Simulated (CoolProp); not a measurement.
Properties of C2F6 (R116) at several states (Tc = 19.9 °C, pc = 3.048 MPa, ω = 0.257).

The numbers come from the reference Helmholtz-energy equation of state, Lemmon 2006 in CoolProp. It is a short technical equation, of lower accuracy than the large ones.

| T (°C) | p (MPa) | phase | density (kg/m³) | conductivity (mW/(m K)) |
|---|---|---|---|---|
| 9.15 | 5.24 | liquid | 1160 | 46.9 |
| 67.85 | 0.497 | gas | 25.01 | 18.2 |
| 7.25 | 1.35 | gas | 100.4 | 14.6 |
| 28.25 | 9.59 | supercritical | 1131 | 47.0 |

Thermal conductivity comes from a separate model (Huber 2003), an estimate that may be off by 10 % or more.
